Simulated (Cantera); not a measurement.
Predominance diagram of Ca at 1175 K against the partial pressures of O2 and Br2 (log10, bar). Source: NASA polynomial tables (part measured, part estimated), evaluated in Cantera. Candidates: Ca(l), CaBr2(l), CaO(s). Only these pure phases compete in this equilibrium. Not in the tables: oxide halides.

```
log p(Br2) \ log p(O2)
        columns: -36, -34.4, -32.7, -31.1, -29.5, -27.8, -26.2, -24.5, -22.9, -21.3, -19.6, -18, -16.4, -14.7, -13.1, -11.5, -9.8, -8.2, -6.5, -4.9, -3.3, -1.6, 0
      0  A A A A A A A A A A A A A A A A A A A A A A A
   -1.2  A A A A A A A A A A A A A A A A A A A A A A A
   -2.3  A A A A A A A A A A A A A A A A A A A A A B B
   -3.5  A A A A A A A A A A A A A A A A A A A A B B B
   -4.7  A A A A A A A A A A A A A A A A A A B B B B B
   -5.8  A A A A A A A A A A A A A A A A A B B B B B B
     -7  A A A A A A A A A A A A A A A A B B B B B B B
   -8.2  A A A A A A A A A A A A A A B B B B B B B B B
   -9.3  A A A A A A A A A A A A A B B B B B B B B B B
  -10.5  A A A A A A A A A A A B B B B B B B B B B B B
  -11.7  A A A A A A A A A A B B B B B B B B B B B B B
  -12.8  A A A A A A A A A B B B B B B B B B B B B B B
    -14  A A A A A A A B B B B B B B B B B B B B B B B
```

A: CaBr2(l); B: CaO(s).
